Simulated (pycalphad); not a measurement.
CALPHAD calculation (pycalphad, COST 507 light-alloy database (1999)), 1 atm. The database dates from 1999; later assessments differ in places, in temperatures and in the compounds included.

Q: How does the equilibrium phase assembly of Sn-56.6Si (at.%) change on cooling from 2350 K to 500 K?

A: 
| T (K) | phases above | phases below |
|---|---|---|
| 1623.6 | LIQUID | DIAMOND_A4 + LIQUID |
| 505.0 | DIAMOND_A4 + LIQUID | BCT_A5 + DIAMOND_A4 |
Changes were sought between steps of 50 K, so a narrower field can be missed.

DIAMOND_A4 is diamond (Si); BCT_A5 is bct (Sn).
